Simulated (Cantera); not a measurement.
A Cantera script and what it prints.

```python
import numpy as np
import cantera as ct

gas_names = [...]  # 151 gases of nasa_gas.yaml made of C, H, N, O, Si
cond_names = """
    C(gr) C6H6(L) C7H8(L) C8H18(L),n-octa H2O(s) H2O(L) Si(cr) Si(L) SiC(b) SiO2(Lqz) SiO2(hqz) SiO2(L)
    Si2N2O(s) Si3N4(a)
""".split()


# ... load() reads the species with a 1 bar reference pressure and builds the phases ...
atoms = {
    'Si3N4': {'Si': 3, 'N': 4},
    'N2O': {'N': 2, 'O': 1},
    'N2': {'N': 2},
    'CH4': {'C': 1, 'H': 4},
}
top_T = {'C(gr)': 4500, 'SiC(b)': 3050, 'Si2N2O(s)': 2100, 'Si3N4(a)': 2400}  # K; cautious upper limits of use, not melting points


# ... equilibrate(T, P, feed) seeds the gas with the atoms and calls Mixture.equilibrate('TP', solver="vcs", rtol=1e-11, max_steps=5000) ...
results = []
feed = {'Si3N4': 1, 'N2O': 0.19, 'N2': 90, 'CH4': 0.071}  # mol
P = 83  # Pa
for T in [1073, 1173, 1273, 1373, 1473, 1573, 1673, 1773, 1873, 1973, 2073]:
    mix = equilibrate(T, P, feed)
    results.append((T, P, feed, dict(zip(mix.species_names, mix.species_moles))))

top = {s: max(r[3][s] / sum(r[3][g] for g in gas_names) for r in results) for s in gas_names}
cols = sorted((s for s in top if top[s] > 1e-06), key=lambda s: -top[s])[:7]
seen = [c for c in cond_names if any(r[3].get(c, 0) > 1e-12 for r in results)]
print("log10 of partial pressures in bar; condensed amounts in mol")
print(f"{'T/K':>10s}" + "".join(f"{s[:9]:>10s}" for s in cols + seen))
for T, P, feed, n in results:
    ng = sum(n[g] for g in gas_names)
    print(f"{T:10.4g}" + "".join(f"{np.log10(max(n[s] / ng * P / 1e5, 1e-99)):10.3f}" for s in cols)
          + "".join(f"{n.get(c, 0):10.4g}" for c in seen))
```

Output:

```
log10 of partial pressures in bar; condensed amounts in mol
       T/K        N2        Si         H       SiO        H2        CO      Si2C     C(gr)    Si(cr)     Si(L)    SiC(b) Si2N2O(s)  Si3N4(a)
      1073    -3.082   -18.414   -10.796   -14.541    -5.885    -9.635   -24.416   0.07092         0         0         0      0.19    0.8734
      1173    -3.082   -15.529    -9.871   -12.115    -5.885    -8.265   -20.174   0.07021         0         0         0    0.1894    0.8737
      1273    -3.082   -13.102    -9.090   -10.077    -5.886    -7.346   -16.842         0         0         0   0.06575    0.1851    0.8547
      1373    -3.082   -11.032    -8.421    -8.341    -5.886    -6.884   -14.326         0         0         0   0.05653    0.1753    0.8641
      1473    -3.082    -9.247    -7.842    -6.846    -5.888    -6.486   -12.158         0         0         0    0.0352    0.1388    0.8905
      1573    -3.083    -7.691    -7.338    -5.858    -5.894    -6.452   -10.271         0         0         0   0.03227         0     0.938
      1673    -3.083    -6.379    -6.902    -5.789    -5.917    -7.111    -8.670         0     2.705         0   0.06197         0         0
      1773    -3.084    -5.672    -6.522    -5.806    -5.952    -6.862    -7.709         0         0     2.512   0.05305         0         0
      1873    -3.088    -5.055    -6.204    -5.839    -6.028    -6.629    -6.867         0         0     1.722   0.02818         0         0
      1973    -3.096    -4.633    -5.956    -5.878    -6.173    -6.481    -6.561         0         0         0         0         0         0
      2073    -3.096    -4.612    -5.780    -5.958    -6.401    -6.260    -7.232         0         0         0         0         0         0
```

These are equilibrium values from Cantera (NASA tables, ideal gas, pure condensed phases), not measurements of a reactor. Mutual solubility and eutectic melting of coexisting phases are not modelled. The tables' values for SiN are old estimates; treat these amounts as uncertain.
